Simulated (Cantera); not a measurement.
## Equilibrium for carbothermic reduction: TiO₂ + CO + H₂

Feed: 1 mol TiO₂, 0.65 mol CO, 0.19 mol H₂, at 1350 K and 11.0 mbar.

These are equilibrium values from Cantera (NASA tables, ideal gas, pure condensed phases), not measurements of a reactor. Candidate condensed phases: C, C₆H₆, C₇H₈, C₈H₁₈, H₂O, Ti, TiC, TiO, TiO₂, Ti₂O₃, Ti₃O₅, Ti₄O₇; 113 gas species. Mutual solubility and eutectic melting of coexisting phases are not modelled. Condensed phases not in the tables: Magnéli phases beyond Ti₄O₇. The numbers say what is thermodynamically allowed, not how fast it happens.

The x(CO) is 0.772 and the x(H₂) comes out as 0.225. The x(CO₂) comes out as 0.00187, the x(H₂O) is 0.00107 and the x(H) is 1.08e-5. The n(TiO₂(rutile)) is 0.990 mol and the n(Ti₄O₇(s)) is 0.00247 mol. The gas amount comes out as 0.8400 mol and the log10 activity of Ti₃O₅(s) (absent) is -0.17. The log10 activity of Ti₂O₃(s) (absent) is -0.64 and the log10 activity of C(graphite) (absent) is -1.99.
